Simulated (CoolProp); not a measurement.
The fluid at 293.15 K and 0.19 MPa (gas) is heated at constant pressure to 470.6 K. The same conditions are run with several fluids, on thermodynamics alone (safety and materials aside).

Computed with CoolProp (reference Helmholtz-energy equation of state of each fluid (oxygen: Schmidt 1985; nitrogen: Span 2000; CF4 (R14): Platzer 1990; R125: Lemmon 2005)). The equations of Platzer and Polt are older, rougher fits.

```csv
fluid,heat (kJ/kg),final density (kg/m³)
oxygen,…,1.55
nitrogen,186,…
CF4 (R14),…,…
R125,…,…
```

Problem. Complete the blanks.

Solution. 
- oxygen, heat (kJ/kg): 167
- nitrogen, final density (kg/m³): 1.36
- CF4 (R14), heat (kJ/kg): 142
- CF4 (R14), final density (kg/m³): 4.27
- R125, heat (kJ/kg): 162
- R125, final density (kg/m³): 5.86

Above 300 K oxygen's equation is extrapolated.
